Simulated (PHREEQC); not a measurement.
**Acid rinse or clean: an equilibrium model**

Solution (20 °C): 190 mmol/kgw H2SO4, 8.1 mmol/kgw NaCl and 95 mmol/kgw KCl. It is in equilibrium with CO2 at log p = 0 (atm). Otherwise closed; pH follows from the charge balance.

All values are PHREEQC results (ion-association model, wateq4f.dat), not measurements.

Each row changes one thing in this solution. This is a speciation only: nothing precipitates in the calculation.

```tsv
case	pH	ionic strength (mol/kgw)	HSO4- (mol/kgw)	SO4-2 (mol/kgw)	Na+ (mol/kgw)	NaSO4- (mol/kgw)	SI of Halite (NaCl)	SI of Mirabilite (Na2SO4:10H2O)
as made	0.76	0.353	0.156	0.0298	0.00783	0.000272	-4.98	-5.34
temperature from 20 to 45 °C	0.78	0.332	0.167	0.0193	0.00790	0.000200	(withheld)	(withheld)
H2SO4 from 0.19 to 0.171 mol/kgw	(withheld)	0.331	0.139	0.0284	0.00783	0.000266	-4.97	-5.35
KCl left out	0.76	0.255	0.161	0.0283	0.00781	(withheld)	-6.06	-5.28
diluted 2-fold with water	1.02	0.189	0.0719	0.0212	0.00393	0.000121	(withheld)	-5.93
```

**Question.** Complete the blanks.

**Answer.** 
- temperature from 20 to 45 °C, SI of Halite (NaCl): -5.04
- temperature from 20 to 45 °C, SI of Mirabilite (Na2SO4:10H2O): -6.66
- H2SO4 from 0.19 to 0.171 mol/kgw, pH: 0.80
- KCl left out, NaSO4- (mol/kgw): 0.000290
- diluted 2-fold with water, SI of Halite (NaCl): -5.53

Away from 25 °C the constants follow the database's enthalpies or fits; those with neither stay at their 25 °C values.
